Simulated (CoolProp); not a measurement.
A simple Rankine cycle with neopentane: condensing at 306.15 K, boiler at 1.22 MPa, turbine inlet 417.7 K, turbine efficiency 0.9, pump efficiency 0.8, no recuperator. Each further row changes one setting.

The numbers come from the reference Helmholtz-energy equation of state, Lemmon 2006 in CoolProp. It is a short technical equation, of lower accuracy than the large ones.

| case | thermal efficiency (%) | net work (kJ/kg) | heat in (kJ/kg) | turbine exit temperature (K) | volume ratio over the turbine |
|---|---|---|---|---|---|
| as stated | 12.4 | 62.0 | 499 | 378.1 | 5.81 |
| turbine inlet 437.7 K | 12.1 | 66.3 | 548 | 399.0 | 5.69 |
| condensing temperature 298.15 K | 13.7 | 71.1 | 517 | 373.1 | 7.40 |
| boiler pressure 0.854 MPa | 10.1 | 51.3 | 509 | 387.7 | 3.92 |
| turbine efficiency 0.8 | 11.0 | 54.8 | 499 | 381.5 | 5.86 |
